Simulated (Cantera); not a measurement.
An isothermal, constant-pressure homogeneous reactor starts with N₂O : H₂ : N₂ = 1 : 0.05 : 1.6 (molar parts), at 1325 K and 0.0133 bar. Integrator tolerance rtol = 1e-08.

Detailed kinetics in Cantera: GRI-Mech 3.0 (53 species, 325 reactions). GRI-Mech 3.0 was tuned for natural gas; its chemistry of N2O as a main component is partial and can be far from experiment. Radical loss at walls, strong at low pressure, is not modelled. The mechanism lacks the step 2 NO + O2 → 2 NO2, which can matter for NO2 below about 1400 K. The temperature is held fixed by assumption; the heat of reaction is taken as removed at once.

Task: What does this change do: temperature 1325 to 1473 K?

Result: 
```csv
quantity,before,after
x(N₂O) at 100 s,0.000389 (gas-phase equilibrium 3.17e-9),7.91e-7 (gas-phase equilibrium 6.88e-9)
x(H₂) at 100 s,1.43e-7 (gas-phase equilibrium 4.80e-8),5.22e-7 (gas-phase equilibrium 4.68e-7)
x(NO) at 100 s,0.0405 (gas-phase equilibrium 0.000408),0.0568 (gas-phase equilibrium 0.000938)
x(O₂) at 100 s,0.132 (gas-phase equilibrium 0.152),0.124 (gas-phase equilibrium 0.152)
x(H₂O) at 100 s,0.0160 (gas-phase equilibrium 0.0160),0.0160 (gas-phase equilibrium 0.0160)
x(HO₂) at 100 s,3.63e-9 (gas-phase equilibrium 5.03e-9),1.45e-8 (gas-phase equilibrium 1.69e-8)
```
